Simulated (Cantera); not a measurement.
Feed: 1 mol Si, 4.8 mol HCl, 5 mol H2, held at 0.00170 bar.

These are equilibrium values from Cantera (NASA tables, ideal gas, pure condensed phases), not measurements of a reactor. Candidate condensed phases: Si; 19 gas species. The tables' values for SiCl3 are old estimates; treat these amounts as uncertain. Kinetics and transport are ignored.

x: gas mole fraction; nothing condenses.

```json
[
 {"T (°C)": "477", "x H2": "0.795", "x HCl": "0.0914", "x SiCl4": "0.113", "x SiCl2": "1.33e-8", "x SiCl3": "2.86e-6"},
 {"T (°C)": "527", "x H2": "0.795", "x HCl": "0.0918", "x SiCl4": "0.113", "x SiCl2": "2.72e-7", "x SiCl3": "1.66e-5"},
 {"T (°C)": "577", "x H2": "0.794", "x HCl": "0.0926", "x SiCl4": "0.112", "x SiCl2": "3.82e-6", "x SiCl3": "7.76e-5"},
 {"T (°C)": "627", "x H2": "0.792", "x HCl": "0.0939", "x SiCl4": "0.111", "x SiCl2": "3.89e-5", "x SiCl3": "0.000300"},
 {"T (°C)": "677", "x H2": "0.790", "x HCl": "0.0965", "x SiCl4": "0.108", "x SiCl2": "0.000296", "x SiCl3": "0.000979"},
 {"T (°C)": "727", "x H2": "0.784", "x HCl": "0.102", "x SiCl4": "0.103", "x SiCl2": "…", "x SiCl3": "0.00266"},
 {"T (°C)": "777", "x H2": "0.772", "x HCl": "…", "x SiCl4": "…", "x SiCl2": "…", "x SiCl3": "0.00577"},
 {"T (°C)": "827", "x H2": "0.750", "x HCl": "0.139", "x SiCl4": "0.0782", "x SiCl2": "0.0169", "x SiCl3": "0.00975"},
 {"T (°C)": "877", "x H2": "0.720", "x HCl": "0.171", "x SiCl4": "0.0582", "x SiCl2": "0.0327", "x SiCl3": "0.0132"},
 {"T (°C)": "927", "x H2": "0.687", "x HCl": "0.206", "x SiCl4": "0.0378", "x SiCl2": "0.0509", "x SiCl3": "0.0148"}
]
```

Problem. What belongs in the gaps?

Solution. 
- 727, x SiCl2: 0.00166
- 777, x HCl: 0.115
- 777, x SiCl4: 0.0938
- 777, x SiCl2: 0.00644
